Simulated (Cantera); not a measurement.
A closed system holds: 1 mol CuO, 5 mol C, 0.02 mol CO, at 900 K and 101000 Pa.

Equilibrium computed with Cantera from the NASA thermochemical tables; the gas is ideal and each condensed phase is pure. Candidate condensed phases: C, Cu, CuO, Cu2O; 15 gas species. Rates play no part.

Base state: CO2 0.659, CO 0.341 (mole fractions); condensed: C(graphite) + Cu(s).

What changes in the equilibrium state with this change: temperature from 900 K to 1223.15 K?


```csv
species,before,after
CO,0.341,0.986
CO2,0.659,0.0135
"C(graphite), mol",4.41,4.01
"Cu(s), mol",1.00,1.00
```

What changes in the equilibrium state with this change: 0.0061 mol NH3 added?


```tsv
species	before	after
CO2	0.659	0.643
CO	0.341	0.337
H2	0	0.00797
H2O	0	0.00661
N2	0	0.00488
CH4	0	2.01e-5
C(graphite), mol	4.41	4.41
Cu(s), mol	1.00	1.00
```
Further candidate phases: C6H6, C7H8, C8H18, Cu(OH)2, H2O.
